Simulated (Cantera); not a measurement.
Input: 1 mol CaO, 9.4 mol Cl2, 0.74 mol H2, at 94.0 Pa.

Equilibrium computed with Cantera from the NASA thermochemical tables; the gas is ideal and each condensed phase is pure. Candidate condensed phases: Ca, CaCl2, CaO, Ca(OH)2, H2O; 21 gas species. Kinetics and transport are ignored.

**Question.** At 1400 K, list the 5 most abundant gas species with their mole fractions, and the condensed phases.

**Answer.** Cl 0.500, Cl2 0.290, HCl 0.104, CaCl2 0.0705, O2 0.0352. Condensed: gas only.
